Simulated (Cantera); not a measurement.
Feed: 1 mol C, 0.042 mol CO2, held at 2700 °C and 1 atm.

Method: chemical equilibrium by Gibbs-energy minimisation in Cantera with the NASA 1993 tables (ideal gas, pure condensed phases). Candidate condensed phases: C; 12 gas species. Rates play no part.

Base state: CO 1.000, C3 0.000230, C 3.86e-5, C2 2.33e-5 (mole fractions); condensed: C(graphite).

Question: What changes in the equilibrium state with this change: pressure from 1 atm to 100 Torr?

Answer: 
```csv
species,before,after
CO,1.000,0.998
C3,0.000230,0.00175
C,3.86e-5,0.000293
C2,2.33e-5,0.000177
C5,3.88e-6,2.95e-5
"C(graphite), mol",0.958,0.957
```
